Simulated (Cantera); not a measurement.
An isothermal, constant-pressure homogeneous reactor starts with CH2O : O2 : N2 = 0.01 : 0.0097 : 1 (molar parts), equivalence ratio 1.0, at 1225 K and 1.01 bar.

Model: GRI-Mech 3.0 (53 species, 325 reactions), integrated in Cantera.

x: mole fraction; the columns are a selection and need not sum to one.

```tsv
t (s)	x CH2O	x O2	x H2O	x C2H2	x C2H6	x NO
1.00e-5	0.00981	0.00951	1.81e-9	<1e-12	<1e-12	<1e-12
2.82e-5	0.00981	0.00951	1.06e-8	<1e-12	<1e-12	<1e-12
7.93e-5	0.00980	0.00951	1.08e-7	<1e-12	<1e-12	<1e-12
0.000223	0.00979	0.00951	1.91e-6	<1e-12	<1e-12	<1e-12
0.000629	0.00951	0.00939	7.16e-5	<1e-12	<1e-12	<1e-12
0.00177	0.00163	___	0.00381	<1e-12	<1e-12	3.98e-12
0.00499	9.61e-11	___	0.00891	<1e-12	<1e-12	1.29e-6
0.0140	1.20e-11	___	0.00931	<1e-12	<1e-12	1.65e-6
0.0395	2.00e-12	___	0.00948	<1e-12	<1e-12	1.71e-6
0.111	<1e-12	___	0.00954	<1e-12	<1e-12	1.72e-6
0.313	<1e-12	___	0.00956	<1e-12	<1e-12	1.71e-6
0.883	<1e-12	___	0.00956	<1e-12	<1e-12	1.70e-6
2.49	<1e-12	___	0.00956	<1e-12	<1e-12	1.68e-6
7.00	<1e-12	___	0.00956	<1e-12	<1e-12	1.65e-6
```

### Question
What belongs in the gaps?

### Answer

- 0.00177, x O2: 0.00730
- 0.00499, x O2: 0.00174
- 0.0140, x O2: 0.000434
- 0.0395, x O2: 0.000103
- 0.111, x O2: 1.87e-5
- 0.313, x O2: 2.17e-6
- 0.883, x O2: 2.14e-7
- 2.49, x O2: 2.77e-8
- 7.00, x O2: 5.60e-9
